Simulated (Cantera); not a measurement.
Silicon carbide growth: SiHCl3 + C3H8 + H2

A closed system holds: 1 mol SiHCl3, 0.0038 mol C3H8, 120 mol H2, held at 0.133 bar.

Method: chemical equilibrium by Gibbs-energy minimisation in Cantera with the NASA 1993 tables (ideal gas, pure condensed phases). Candidate condensed phases: C, C6H6, C7H8, C8H18, Si, SiC; 109 gas species. Mutual solubility and eutectic melting of coexisting phases are not modelled. The tables' values for SiCl, SiCl3 are old estimates; treat these amounts as uncertain. Gases not in the tables: Si2H6 and higher silanes. Kinetics and transport are ignored.

| T (K) | x H2 | x H | x HCl | x Si | x SiCl2 | x Cl | x SiH | n Si(s) | n SiC(s) | n Si(l) |
|---|---|---|---|---|---|---|---|---|---|---|
| 1423 | 0.977 | 1.80e-5 | 0.0215 | 1.15e-8 | 0.00142 | 3.24e-7 | 1.85e-8 | 0.804 | 0.0111 | 0 |
| 1573 | 0.977 | 0.000110 | 0.0213 | 4.12e-7 | 0.00158 | 1.91e-6 | 3.58e-7 | 0.792 | 0.0111 | 0 |
| 1723 | 0.977 | 0.000494 | 0.0213 | 7.38e-6 | 0.00161 | 8.34e-6 | 3.83e-6 | 0 | 0.0111 | 0.787 |
| 1873 | 0.975 | 0.00175 | 0.0218 | 6.61e-5 | 0.00136 | 2.95e-5 | 2.22e-5 | 0 | 0.0109 | 0.801 |
| 2023 | 0.971 | 0.00512 | 0.0220 | 0.000427 | 0.00116 | 8.62e-5 | 9.87e-5 | 0 | 0.00865 | 0.754 |
| 2173 | 0.961 | 0.0130 | 0.0219 | 0.00212 | 0.000992 | 0.000216 | 0.000354 | 0 | 0 | 0.484 |
| 2323 | 0.941 | 0.0289 | 0.0220 | 0.00570 | 0.000590 | 0.000487 | 0.000711 | 0 | 0 | 0 |
| 2473 | 0.911 | 0.0583 | 0.0221 | 0.00648 | 0.000180 | 0.00100 | 0.000622 | 0 | 0 | 0 |
x: gas mole fraction; n: condensed amount in mol.

From 1423 K to 1573 K the condensed part is Si(s) + SiC(s). From 1723 K to 2023 K the condensed part is Si(l) + SiC(s). At 2173 K the condensed part is Si(l). From 2323 K to 2473 K nothing is condensed. The main Si-bearing gas is SiCl2 at 1423 K and Si at 2473 K.
